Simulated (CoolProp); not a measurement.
Vapour-liquid equilibrium of R22 (1) + R115 (2) at -62.45 °C; x and y are mole fractions of (1).

Values from CoolProp's multi-fluid Helmholtz-energy mixture model, Kamei 1995 and Lemmon 2016; pair parameters Bell 2016.

```csv
x,bubble pressure (bar),y at the bubble point,dew pressure at overall composition x (bar),liquid density (mol/L)
0.05,0.3525,0.149,0.3258,10.72
0.125,0.3860,0.266,0.3457,11.03
0.2,0.4032,0.330,0.3670,11.36
0.275,0.4124,0.373,0.3886,11.72
0.35,0.4171,0.407,0.4078,12.11
0.425,0.4191,0.439,0.4185,12.54
0.5,0.4186,0.472,0.4166,12.99
0.575,0.4155,0.511,0.4064,13.48
0.65,0.4092,0.558,0.3926,14.00
0.725,0.3991,0.616,0.3776,14.56
0.8,0.3846,0.690,0.3625,15.16
0.875,0.3656,0.784,0.3479,15.81
0.95,0.3425,0.904,0.3341,16.51
```

y crosses x between x = 0.425 and 0.5: the model has an azeotrope there.

Pair parameters are fitted to limited data, so mixtures are less certain than the pure fluids.
